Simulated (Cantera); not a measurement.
## Transport properties of process gases

Gas mixture: 100 % NO, at 310000 Pa, frozen composition.

Cantera's kinetic-theory transport with the Lennard-Jones parameters of GRI-Mech 3.0, ideal gas; thermal conductivity in the mixture-averaged form. The composition is frozen, though it would react at the higher temperatures.

| T (K) | ρ (kg/m³) | cp (J/kg/K) | μ (µPa s) | λ (mW/m/K) | Pr | D (cm²/s) N₂ | D (cm²/s) O | D (cm²/s) CH₃ |
|---|---|---|---|---|---|---|---|---|
| 400 | 2.80 | 998.6 | 23.1 | 32.4 | 0.712 | 0.111 | 0.172 | 0.121 |
| 500 | 2.24 | 1016 | 27.0 | 38.8 | 0.708 | 0.162 | 0.252 | 0.178 |
| 600 | 1.86 | 1041 | 30.6 | 45.1 | 0.706 | 0.221 | 0.343 | 0.244 |
| 700 | 1.60 | 1067 | 34.0 | 51.3 | 0.707 | 0.287 | 0.444 | 0.317 |
| 800 | 1.40 | 1092 | 37.1 | 57.3 | 0.708 | 0.359 | 0.556 | 0.397 |
| 900 | 1.24 | 1114 | 40.1 | 63.0 | 0.708 | 0.437 | 0.676 | 0.484 |
| 1000 | 1.12 | 1133 | 42.9 | 68.6 | 0.709 | 0.521 | 0.806 | 0.577 |
| 1100 | 1.02 | 1147 | 45.7 | 74.1 | 0.707 | 0.610 | 0.945 | 0.677 |
| 1200 | 0.932 | 1159 | 48.4 | 79.3 | 0.707 | 0.705 | 1.09 | 0.783 |
D: mixture-averaged diffusion coefficient of that species in the mixture.
